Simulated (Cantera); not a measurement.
Charge: 1 mol Al, 0.52 mol O2, a varied amount of H2, equilibrated at 1673.15 K and 0.0400 bar.

Equilibrium computed with Cantera from the NASA thermochemical tables; the gas is ideal and each condensed phase is pure. Candidate condensed phases: Al, Al2O3, H2O; 19 gas species. Kinetics and transport are ignored.

### Question
At 440 mol H2, list the 4 most abundant gas species with their mole fractions, and the condensed phases.

### Answer
H2 0.999, H 0.000570, Al 0.000375, Al2O 0.000204. Condensed: Al2O3(s).
